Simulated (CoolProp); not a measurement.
The numbers come from the reference Helmholtz-energy equation of state, Rui 2013 in CoolProp.

Q: Give the vapour pressure (bar), vapour viscosity (µPa s), liquid conductivity (mW/(m K)) of saturated R236EA at 50.35, 92.55, 122.75 °C.

A: 
```tsv
T (°C)	p (bar)	vapour viscosity (µPa s)	liquid conductivity (mW/(m K))
50.35	4.60	11.7	70.9
92.55	13.4	13.7	57.4
122.75	25.0	17.5	48.4
```

Viscosity comes from a separate model (Huber 2003), an estimate that may be off by 10 % or more. Thermal conductivity comes from a separate model (Huber 2003), an estimate that may be off by 10 % or more.
